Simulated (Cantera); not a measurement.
## Adiabatic ignition

An adiabatic, constant-pressure homogeneous reactor starts with CH₄ : O₂ : N₂ : H₂O : H₂ = 1 : 1.82 : 6.84 : 0.25 : 0.012 (molar parts), equivalence ratio 1.1, at 1025 K and 9.87 atm.

Cantera simulation using GRI-Mech 3.0 (53 species, 325 reactions); the numbers are that mechanism's predictions, not measurements.

```tsv
t (s)	T (K)	x CH₄	x O₂	x H₂O	x NO₂	x C₂H₄	x CO₂
2.00e-6	1025	0.101	0.183	0.0252	<1e-12	<1e-12	<1e-12
5.11e-6	1025	0.101	0.183	0.0252	<1e-12	<1e-12	<1e-12
1.30e-5	1025	0.101	0.183	0.0252	<1e-12	<1e-12	<1e-12
3.33e-5	1025	0.101	0.183	0.0252	<1e-12	<1e-12	<1e-12
8.50e-5	1025	0.101	0.183	0.0252	<1e-12	<1e-12	<1e-12
0.000217	1025	0.101	0.183	0.0252	<1e-12	<1e-12	<1e-12
0.000554	1025	0.101	0.183	0.0252	<1e-12	1.75e-11	<1e-12
0.00141	1025	0.101	0.183	0.0252	<1e-12	4.43e-10	1.55e-11
0.00361	1025	0.101	0.183	0.0252	<1e-12	1.17e-8	5.15e-10
0.00922	1026	0.101	0.183	0.0253	<1e-12	1.53e-7	7.50e-9
0.0235	1031	0.1000	0.183	0.0260	<1e-12	4.01e-6	4.90e-7
0.0601	2640	<1e-12	0.00243	0.203	7.59e-7	<1e-12	0.0663
0.153	2640	<1e-12	0.00243	0.203	7.59e-7	<1e-12	0.0663
0.392	2640	<1e-12	0.00243	0.203	7.59e-7	<1e-12	0.0663
1.00	2640	<1e-12	0.00243	0.203	7.59e-7	<1e-12	0.0663
```
x: mole fraction; the columns are a selection and need not sum to one.

time of steepest temperature rise: 34.4 ms
temperature at 1.00 s: 2640 K
equilibrium temperature: 2640 K
x(CH₄) at 1.00 s: <1e-12 (gas-phase equilibrium <1e-12)
x(O₂) at 1.00 s: 0.00243 (gas-phase equilibrium 0.00243)
x(H₂O) at 1.00 s: 0.203 (gas-phase equilibrium 0.203)
